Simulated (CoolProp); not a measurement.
Vapour-liquid equilibrium of ethane (1) + C3F8 (R218) (2) at 222.7 K; x and y are mole fractions of (1).

The numbers come from the multi-fluid Helmholtz-energy mixture model, Bücker 2006 and Lemmon 2006; pair parameters Bell 2016 in CoolProp.

| x | bubble pressure (kPa) | y at the bubble point | dew pressure at overall composition x (kPa) | liquid density (mol/L) |
|---|---|---|---|---|
| 0.05 | 110.3 | 0.538 | 54.93 | 9.056 |
| 0.15 | 218.9 | 0.780 | 61.28 | 9.493 |
| 0.25 | 304.7 | 0.851 | 69.26 | 9.966 |
| 0.35 | 364.6 | 0.883 | 79.57 | 10.49 |
| 0.45 | 403.7 | 0.900 | 93.45 | 11.06 |
| 0.55 | 430.2 | 0.911 | 113.1 | 11.72 |
| 0.65 | 451.4 | 0.921 | 143.3 | 12.47 |
| 0.75 | 472.6 | 0.933 | 195.2 | 13.35 |
| 0.85 | 497.4 | 0.951 | 302.9 | 14.39 |
| 0.95 | 526.8 | 0.979 | 496.3 | 15.65 |

No azeotrope shows between x = 0.05 and 0.95.

The pair parameters rest on a limited set of measurements; away from them the model extrapolates. With so large a gap from Raoult's law the liquid may split in two, which this calculation doesn't test in full.
